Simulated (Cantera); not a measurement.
A closed system holds: 1 mol CCl4, 1.8 mol F2, held at 55.0 mbar.

These are equilibrium values from Cantera (NASA tables, ideal gas, pure condensed phases), not measurements of a reactor. Candidate condensed phases: C; 27 gas species. Gases not in the tables: C2F6 and larger saturated fluorocarbons. The numbers say what is thermodynamically allowed, not how fast it happens.

Q: At 1452 °C, list the 6 most abundant gas species with their mole fractions, and the condensed phases.

A: Cl 0.487, Cl2 0.273, CF4 0.226, CClF3 0.0111, CF2 0.00159, CCl2F2 0.000406. Condensed: C(graphite).
